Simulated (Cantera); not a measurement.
Input: 1 mol BN, 5.1 mol HCl, 19 mol N2, held at 950 K and 3.90e-5 bar.

Equilibrium computed with Cantera from the NASA thermochemical tables; the gas is ideal and each condensed phase is pure. Candidate condensed phases: B, BN, NH4Cl; 21 gas species. Rates play no part.

Base state: N2 0.789, HCl 0.210, H2 0.000608, BCl3 0.000405 (mole fractions); condensed: BN(s).

**Question.** What changes in the equilibrium state with this change: HCl from 5.1 to 46 mol?

**Answer.** 
| species | before | after |
|---|---|---|
| HCl | 0.210 | 0.701 |
| N2 | 0.789 | 0.293 |
| H2 | 0.000608 | 0.00314 |
| BCl3 | 0.000405 | 0.00210 |
| BN(s), mol | 0.990 | 0.864 |
Gases not in the tables: BHCl2.
